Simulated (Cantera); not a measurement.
# PbS + H2 + N2 (hydrogen reduction and annealing atmospheres)

Feed: 1 mol PbS, 2.2 mol H2, a varied amount of N2, equilibrated at 1348 K and 2.70 bar.

Method: chemical equilibrium by Gibbs-energy minimisation in Cantera with the NASA 1993 tables (ideal gas, pure condensed phases). Candidate condensed phases: Pb, PbS, S; 18 gas species. Mutual solubility and eutectic melting of coexisting phases are not modelled. Equilibrium is a limit: real reactors are often held back by kinetics, nucleation or transport.

| n(N2) (mol) | x N2 | x H2 | x H2S | x PbS | n Pb(l) | n PbS(s) |
|---|---|---|---|---|---|---|
| 1.2 | 0.343 | 0.542 | 0.0866 | 0.0264 | 0.298 | 0.603 |
| 1.7 | 0.424 | 0.472 | 0.0755 | 0.0264 | 0.297 | 0.589 |
| 2.5 | 0.517 | 0.392 | 0.0627 | 0.0264 | 0.296 | 0.568 |
| 3.6 | 0.603 | 0.318 | 0.0508 | 0.0264 | 0.295 | 0.537 |
| 5.2 | 0.683 | 0.249 | 0.0398 | 0.0264 | 0.292 | 0.493 |
| 7.5 | 0.751 | 0.190 | 0.0304 | 0.0264 | 0.289 | 0.430 |
| 11 | 0.810 | 0.140 | 0.0223 | 0.0264 | 0.283 | 0.334 |
| 16 | 0.854 | 0.101 | 0.0162 | 0.0264 | 0.276 | 0.196 |
| 23 | 0.887 | 0.0731 | 0.0117 | 0.0264 | 0.265 | 0.00417 |
x: gas mole fraction; n: condensed amount in mol.

From 1.2 mol N2 to 23 mol N2 the condensed part is Pb(l) + PbS(s). The main Pb-bearing gas is PbS throughout. The share of Pb in condensed phases is highest at 1.2 mol N2 (90.1 %) and lowest at 23 mol N2 (26.9 %).
